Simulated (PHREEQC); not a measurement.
A made-up water analysis in mmol/kgw, 25 °C, pH 4.05, pe 9.8:

```tsv
constituent	mmol/kgw
Na	2.35
K	2.03
Ca	1.03
Mg	1.24
Cl	3.22
S(6)	3.29
Li	0.13
F	0.00115
Fe(3)	0.238
Si	0.0215
Cu(2)	0.00111
Zn	0.0543
```

Valence states are taken as typed.

Model: ion-association model, wateq4f.dat, run in PHREEQC.

Each row changes one thing in this solution. No solid was allowed to form.

```
case                                               ionic strength (mol/kgw)  Ca+2 (mol/kgw)  MgSO4 (mol/kgw)  CaSO4 (mol/kgw)  Fe(OH)2+ (mol/kgw)  FeOH+2 (mol/kgw)  SI of Quartz (SiO2)
-------------------------------------------------  ------------------------  --------------  ---------------  ---------------  ------------------  ----------------  -------------------
as made                                                              0.0134        0.000843         0.000257         0.000186            0.000162           6.15e-5                -0.69
temperature from 25 to 40 °C at the same typed pH                    0.0130               …         0.000329         0.000200            0.000190           4.22e-5                -0.90
Ca from 1.03 to 3.09 mmol/kgw                                        0.0165               …         0.000223         0.000482            0.000161           6.33e-5                -0.69
```

Problem. Complete the blanks.

Solution. 
- temperature from 25 to 40 °C at the same typed pH, Ca+2 (mol/kgw): 0.000830
- Ca from 1.03 to 3.09 mmol/kgw, Ca+2 (mol/kgw): 0.00261

Some of these states are supersaturated (in Jarosite-K, Fe(OH)3(a), Jarosite-Na, for instance). At this temperature some constants are extrapolated from 25 °C, and those without enthalpy data are left unchanged. SiF6-2 is the database's only silicon fluoride. Fluoro complexes past AlF4- and FeF3 are missing from the database.
